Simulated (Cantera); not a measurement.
Charge: 1 mol (CH₃)₂SiCl₂, 3.8 mol HCl, 12 mol H₂, equilibrated at 13300 Pa.

Equilibrium computed with Cantera from the NASA thermochemical tables; the gas is ideal and each condensed phase is pure. Candidate condensed phases: C, C₆H₆, C₇H₈, C₈H₁₈, Si, SiC; 109 gas species. The feed counts by its element totals alone. The tables' values for SiCl₃ are old estimates; treat these amounts as uncertain. The numbers say what is thermodynamically allowed, not how fast it happens. All values below are at 1723 K.

Base state: H₂ 0.714, HCl 0.278, SiCl₂ 0.00625, SiCl₃ 0.000540, H 0.000422, Cl 0.000127, SiCl₄ 8.77e-5, CH₄ 6.84e-5 (mole fractions); condensed: C(graphite) + SiC(s).

### Question
What changes in the equilibrium state with this change: H₂ from 12 to 42 mol?

### Answer
```
species             before     after
----------------  --------  --------
H₂                   0.714     0.884
HCl                  0.278     0.115
SiCl₂              0.00625  0.000856
SiCl₄              8.77e-5   1.65e-6
SiCl₃             0.000540   2.74e-5
SiHCl₃             4.64e-5   2.62e-6
C(graphite), mol      1.13      1.03
SiC(s), mol          0.863     0.956
```
